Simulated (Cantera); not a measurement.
Mixture: 7.52 % CH₄, 21.5 % O₂, 71.0 % N₂, equivalence ratio 0.70, at 35000 Pa, adiabatic and at constant volume. Ignition delay is the time to a rise of 400 K.

Cantera simulation using GRI-Mech 3.0 (53 species, 325 reactions); the numbers are that mechanism's predictions, not measurements.

Task: Predict: delay at 1050 K; delay at 1100 K; delay at 1150 K; delay at 1200 K; delay at 1250 K; delay at 1300 K; delay at 1350 K; apparent activation energy between 1250 and 1350 K.

Result: 
```
Quantity                                                Result
--------------------------------------------------  ----------
delay at 1050 K                                        0.893 s
delay at 1100 K                                        0.373 s
delay at 1150 K                                        0.164 s
delay at 1200 K                                        75.4 ms
delay at 1250 K                                        36.4 ms
delay at 1300 K                                        18.5 ms
delay at 1350 K                                        9.88 ms
apparent activation energy between 1250 and 1350 K  180 kJ/mol
```
